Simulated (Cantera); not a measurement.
Input: 1 mol AlCl3, 2.3 mol HCl, 68 mol H2, equilibrated at 627 °C and 10000 Pa.

These are equilibrium values from Cantera (NASA tables, ideal gas, pure condensed phases), not measurements of a reactor. Candidate condensed phases: Al, AlCl3; 12 gas species. Equilibrium is a limit: real reactors are often held back by kinetics, nucleation or transport.

Base state: H2 0.954, HCl 0.0323, AlCl3 0.0140 (mole fractions); condensed: gas only.

### Question
What changes in the equilibrium state with this change: temperature from 627 °C to 1202 °C?

### Answer
```tsv
species	before	after
H2	0.954	0.949
HCl	0.0323	0.0371
AlCl3	0.0140	0.0108
AlCl	<1e-9	0.00171
H	<1e-9	4.00e-5
```
The tables' values for AlCl2 are old estimates; treat these amounts as uncertain.
